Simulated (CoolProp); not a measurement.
Vapour-liquid equilibrium of cyclohexane (1) + ethylbenzene (2) at 183 kPa; x and y are mole fractions of (1).

Values from CoolProp's multi-fluid Helmholtz-energy mixture model, Zhou 2014 and Zhou 2012; pair parameters Bell 2016.

```
x      bubble temperature, mixture model (K)  bubble temperature, Raoult's law (K)  y, mixture model  y, Raoult's law
-----  -------------------------------------  ------------------------------------  ----------------  ---------------
0.05                                   426.7                                 427.4             0.171            0.165
0.125                                  418.5                                 420.2             0.369            0.356
0.2                                    411.5                                 413.9             0.513            0.500
0.275                                  405.5                                 408.3             0.620            0.610
0.35                                   400.4                                 403.3             0.700            0.695
0.425                                  396.0                                 398.8             0.761            0.762
0.5                                    392.2                                 394.7             0.810            0.816
0.575                                  388.9                                 391.0             0.850            0.860
0.65                                   386.0                                 387.6             0.883            0.896
0.725                                  383.3                                 384.5             0.912            0.926
0.8                                    380.8                                 381.6             0.938            0.951
0.875                                  378.5                                 378.9             0.962            0.972
0.95                                   376.3                                 376.5             0.985            0.990
```

The largest gap from Raoult's law is -2.9 K in bubble temperature, at x = 0.35. No azeotrope shows between x = 0.05 and 0.95.

Pair parameters are fitted to limited data, so mixtures are less certain than the pure fluids.
